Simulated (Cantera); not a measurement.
Feed: 1 mol AlN, 2 mol H₂, 7.1 mol N₂, equilibrated at 0.000110 bar.

These are equilibrium values from Cantera (NASA tables, ideal gas, pure condensed phases), not measurements of a reactor. Candidate condensed phases: Al, AlN; 13 gas species. Equilibrium is a limit: real reactors are often held back by kinetics, nucleation or transport.

Task: Which condensed phases are stable at each of these points (T (°C)): 625, 725, 825, 925, 1025, 1125, 1225, 1325, 1425, 1525, 1625, 1725?

Result: 
```tsv
T (°C)	condensed phases	Al condensed (%)
625	AlN(s)	100.0
725	AlN(s)	100.0
825	AlN(s)	100.0
925	AlN(s)	100.0
1025	AlN(s)	100.0
1125	AlN(s)	100.0
1225	AlN(s)	99.9
1325	AlN(s)	98.7
1425	AlN(s)	77.8
1525	gas only	0.0
1625	gas only	0.0
1725	gas only	0.0
```

From 625 °C to 1425 °C the condensed part is AlN(s). From 1525 °C to 1725 °C nothing is condensed.
